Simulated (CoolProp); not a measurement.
R1123 along the isotherm 280.3 K: density (kg/m³) from the reference equation and from simpler models built on Tc = 331.7 K, pc = 4.549 MPa, ω = 0.243; each cubic takes its own stable root.

Model: reference Helmholtz-energy equation of state, Akasaka 2020, in CoolProp.

| p (MPa) | phase | reference |
|---|---|---|
| 0.0216 | gas | 0.7624 |
| 0.0326 | gas | 1.152 |
| 0.0491 | gas | 1.740 |
| 0.0741 | gas | 2.634 |
| 0.112 | gas | 4.003 |
| 0.169 | gas | 6.089 |
| 0.254 | gas | 9.265 |
| 0.384 | gas | 14.29 |
| 0.579 | gas | 22.24 |
| 0.873 | gas | 35.38 |
| 1.99 | liquid | 1096 |
| 3 | liquid | 1104 |
| 4.52 | liquid | 1115 |
| 6.82 | liquid | 1130 |

How far does each simpler model (van der Waals, Redlich-Kwong, Soave-Redlich-Kwong) lie from the reference over these 14 states: mean and median of the absolute difference, and the worst?


- van der Waals: mean 15.4 %, median 1.3 %, worst -91.5 % at 280.3 K and 1.99 MPa
- Redlich-Kwong: mean 4.5 %, median 0.5 %, worst -16.2 % at 280.3 K and 1.99 MPa
- Soave-Redlich-Kwong: mean 3.3 %, median 0.3 %, worst -11.9 % at 280.3 K and 1.99 MPa

At some of these states van der Waals gives the other phase, because its saturation line lies elsewhere.
